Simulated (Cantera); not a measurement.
A closed system holds: 1 mol Si, 3.9 mol NF₃, at 210 Torr.

Equilibrium computed with Cantera from the NASA thermochemical tables; the gas is ideal and each condensed phase is pure. Candidate condensed phases: Si, Si₃N₄; 16 gas species. Equilibrium is a limit: real reactors are often held back by kinetics, nucleation or transport.

x: gas mole fraction; nothing condenses.

```
T (K)      x F     x NF₃     x F₂   x N₂  x SiF₄    x NF₂
-----  -------  --------  -------  -----  ------  -------
625    5.17e-5     0.595   0.0103  0.160   0.235  7.52e-9
725    0.00133     0.507   0.0914  0.178   0.222  1.74e-7
825     0.0127     0.261    0.312  0.229   0.185  1.34e-6
925     0.0564    0.0650    0.461  0.265   0.152  3.66e-6
1025       ___       ___    0.434  0.262     ___  5.31e-6
1125     0.315   0.00180    0.318  0.241   0.124  5.36e-6
1225     0.491  0.000242    0.182  0.216   0.111  3.94e-6
1325     0.616   2.83e-5   0.0836  0.198   0.102  2.25e-6
1425     0.678   3.37e-6   0.0350  0.190  0.0972  1.15e-6
1525     0.704       ___      ___  0.186  0.0953      ___
1625     0.714   7.87e-8  0.00685  0.184  0.0945  3.21e-7
```

What belongs in the gaps?


- 1025, x F: 0.156
- 1025, x NF₃: 0.0114
- 1025, x SiF₄: 0.137
- 1525, x NF₃: 4.67e-7
- 1525, x F₂: 0.0150
- 1525, x NF₂: 5.94e-7
